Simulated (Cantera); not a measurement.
Input (Python, Cantera) and output of one run.

```python
import numpy as np
import cantera as ct

gas_names = """
    C CO COS CO2 CS CS2 C2 C2O C3 C3O2 C4 C5 Mg MgO MgS Mg2 O O2 O3 S SO SO2 SO3 S2 S2O S8
""".split()
cond_names = """
    C(gr) Mg(cr) Mg(L) MgCO3(s) MgO(s) MgO(L) MgS(s) MgSO4(s) MgSO4(L) S(cr1) S(cr2) S(L)
""".split()


def load(file, names, dense=False):
    # The tables refer to 1 bar. Condensed volumes are neglected.
    table = {s.name: s for s in ct.Species.list_from_file(file)}
    out = []
    for n in names:
        d = dict(table[n].input_data)
        d["thermo"] = dict(d["thermo"], **{"reference-pressure": 1e5})
        if dense:
            d["equation-of-state"] = {"model": "constant-volume", "density": "1e6 g/cm^3"}
        out.append(ct.Species.from_dict(d))
    return out


gas = ct.Solution(thermo="ideal-gas", species=load("nasa_gas.yaml", gas_names))
cond = {s.name: ct.Solution(thermo="fixed-stoichiometry", species=[s], name=s.name)
        for s in load("nasa_condensed.yaml", cond_names, dense=True)}
atoms = {
    'MgCO3': {'Mg': 1, 'C': 1, 'O': 3},
    'O2': {'O': 2},
    'CO2': {'C': 1, 'O': 2},
    'SO3': {'S': 1, 'O': 3},
}
top_T = {'C(gr)': 4500, 'MgS(s)': 2250}  # K; cautious upper limits of use, not melting points


def equilibrate(T, P, feed):
    n = {}
    for name, mol in feed.items():
        for a, k in atoms[name].items():
            n[a] = n.get(a, 0.0) + k * mol
    gas.TPX = T, P, n
    mass = sum(n.values()) * gas.mean_molecular_weight
    gas.equilibrate("TP")
    valid = [c for c in cond.values() if c.min_temp <= T <= top_T.get(c.name, c.max_temp)]
    mix = ct.Mixture([(gas, mass / gas.mean_molecular_weight)] + [(c, 0.0) for c in valid])
    mix.T, mix.P = T, P
    mix.equilibrate("TP", solver="vcs", rtol=1e-11, max_steps=5000)
    return mix


results = []
feed = {'MgCO3': 1, 'O2': 0.12, 'CO2': 0.17, 'SO3': 0.91}  # mol
T = 1123.15  # K
P = 1333.22  # Pa
mix = equilibrate(T, P, feed)
results.append((T, P, feed, dict(zip(mix.species_names, mix.species_moles))))
x = sorted(zip(gas.X, gas.species_names), reverse=True)
print(f"T = {T:g} K  P = {P:g} Pa  gas = {mix.phase_moles(0):.4g} mol")
print("   x: " + "  ".join(f"{s} {v:.3e}" for v, s in x if v > 1e-05))
print("   condensed (mol): " + ("  ".join(f"{mix.phase(i).name} {mix.phase_moles(i):.4g}"
      for i in range(1, mix.n_phases) if mix.phase_moles(i) > 1e-12) or "none"))
```

Result:

```
T = 1123.15 K  P = 1333.22 Pa  gas = 2.643 mol
   x: CO2 4.426e-01  SO2 3.353e-01  O2 2.131e-01  SO3 8.936e-03
   condensed (mol): MgO(s) 1
```

Cantera equilibrium calculation (NASA polynomials, part measured and part estimated; ideal gas, pure solids and liquids).
